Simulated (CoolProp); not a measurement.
Neopentane along the isotherm -0.65 °C: fugacity coefficient from the reference equation and from simpler models built on Tc = 160.6 °C, pc = 31.96 bar, ω = 0.196; each cubic takes its own stable root.

Values from CoolProp's reference Helmholtz-energy equation of state, Lemmon 2006. It is a short technical equation, of lower accuracy than the large ones.

```
p (bar)   phase   reference  Soave-Redlich-Kwong  Peng-Robinson
-------  ------  ----------  -------------------  -------------
1.01     liquid      0.6632               0.6641         0.6711
1.48     liquid      0.4537               0.4544         0.4590
2.18     liquid      0.3091               0.3097         0.3127
3.2      liquid      0.2117               0.2121         0.2141
4.69     liquid      0.1456               0.1459         0.1471
6.89     liquid      0.1002           (withheld)         0.1012
10.1     liquid     0.06953              0.06980     (withheld)
14.8     liquid  (withheld)           (withheld)        0.04896
21.8     liquid     0.03423              0.03447        0.03439
32       liquid  (withheld)              0.02482     (withheld)
46.9     liquid     0.01811              0.01836        0.01803
68.9     liquid  (withheld)              0.01407        0.01364
101      liquid     0.01110              0.01139        0.01083
148      liquid    0.009616             0.009971       0.009225
```

### Question
Complete the blanks.

### Answer

- 6.89, Soave-Redlich-Kwong: 0.1005
- 10.1, Peng-Robinson: 0.07014
- 14.8, reference: 0.04862
- 14.8, Soave-Redlich-Kwong: 0.04888
- 32, reference: 0.02458
- 32, Peng-Robinson: 0.02461
- 68.9, reference: 0.01381
